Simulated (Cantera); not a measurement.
Feed: 1 mol PbO, 0.32 mol CH₄, 2.9 mol N₂, at 13.0 mbar.

Equilibrium computed with Cantera from the NASA thermochemical tables; the gas is ideal and each condensed phase is pure. Candidate condensed phases: C, C₆H₆, C₇H₈, C₈H₁₈, H₂O, Pb, PbO, PbO₂, Pb₃O₄; 139 gas species. The numbers say what is thermodynamically allowed, not how fast it happens. All values below are at 2250 K.

Base state: N₂ 0.589, Pb 0.196, H₂O 0.0940, CO 0.0401, H₂ 0.0278, CO₂ 0.0249, H 0.0109, PbO 0.00682 (mole fractions); condensed: gas only.

**Question.** What changes in the equilibrium state with this change: CH₄ from 0.32 to 1.8 mol?

**Answer.** 
```csv
species,before,after
H₂,0.0278,0.387
N₂,0.589,0.327
CO,0.0401,0.115
H₂O,0.0940,2.82e-8
CO₂,0.0249,1.54e-9
HCN,<1e-9,0.0126
H,0.0109,0.0405
Pb,0.196,0.115
PbO,0.00682,<1e-9
OH,0.00552,<1e-9
O₂,0.00211,<1e-9
O,0.00149,<1e-9
C₂H₂ (acetylene),<1e-9,0.00129
"C(graphite), mol",0,0.659
```
